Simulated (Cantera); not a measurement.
An isothermal, constant-pressure homogeneous reactor starts with C2H6 : N2 = 1 : 8.4 (molar parts), at 1100 K and 0.00760 bar. Integrator tolerance rtol = 1e-08.

Cantera simulation using GRI-Mech 3.0 (53 species, 325 reactions); the numbers are that mechanism's predictions, not measurements. GRI-Mech 3.0 stops at C3 and has no aromatics, soot or wall deposition, so with more carbon than oxygen in the feed, carbon stays in small species such as C2H2 where larger ones or solid carbon would form. Radical loss at walls, strong at low pressure, is not modelled.

Question: What does this change do: temperature 1100 to 1050 K?

Answer: 
```
quantity                                              before                                    after
-----------------  -----------------------------------------  ---------------------------------------
x(C2H6) at 10.0 s    0.00139 (gas-phase equilibrium 1.90e-6)   0.0240 (gas-phase equilibrium 5.49e-6)
x(C2H4) at 10.0 s     0.0724 (gas-phase equilibrium 0.00321)   0.0671 (gas-phase equilibrium 0.00565)
x(CH4) at 10.0 s       0.0161 (gas-phase equilibrium 0.0258)   0.00877 (gas-phase equilibrium 0.0471)
x(C2H) at 10.0 s   1.38e-11 (gas-phase equilibrium 2.30e-12)  1.72e-12 (gas-phase equilibrium <1e-12)
x(C2H2) at 10.0 s      0.0139 (gas-phase equilibrium 0.0461)   0.00302 (gas-phase equilibrium 0.0391)
```

Question: What does this change do: N2 8.4 to 14 parts?

Answer: 
```
quantity                                              before                                      after
-----------------  -----------------------------------------  -----------------------------------------
x(C2H6) at 10.0 s    0.00139 (gas-phase equilibrium 1.90e-6)    0.00110 (gas-phase equilibrium 6.06e-7)
x(C2H4) at 10.0 s     0.0724 (gas-phase equilibrium 0.00321)     0.0461 (gas-phase equilibrium 0.00143)
x(CH4) at 10.0 s       0.0161 (gas-phase equilibrium 0.0258)     0.01000 (gas-phase equilibrium 0.0124)
x(C2H) at 10.0 s   1.38e-11 (gas-phase equilibrium 2.30e-12)  1.48e-11 (gas-phase equilibrium 1.69e-12)
x(C2H2) at 10.0 s      0.0139 (gas-phase equilibrium 0.0461)      0.0101 (gas-phase equilibrium 0.0287)
```

Question: What does this change do: temperature 1100 to 1875 K?

Answer: 
| quantity | before | after |
|---|---|---|
| x(C2H6) at 10.0 s | 0.00139 (gas-phase equilibrium 1.90e-6) | <1e-12 (gas-phase equilibrium <1e-12) |
| x(C2H4) at 10.0 s | 0.0724 (gas-phase equilibrium 0.00321) | 1.63e-6 (gas-phase equilibrium 6.82e-7) |
| x(CH4) at 10.0 s | 0.0161 (gas-phase equilibrium 0.0258) | 2.94e-6 (gas-phase equilibrium 3.56e-6) |
| x(C2H) at 10.0 s | 1.38e-11 (gas-phase equilibrium 2.30e-12) | 1.89e-5 (gas-phase equilibrium 7.90e-6) |
| x(C2H2) at 10.0 s | 0.0139 (gas-phase equilibrium 0.0461) | 0.0875 (gas-phase equilibrium 0.0366) |
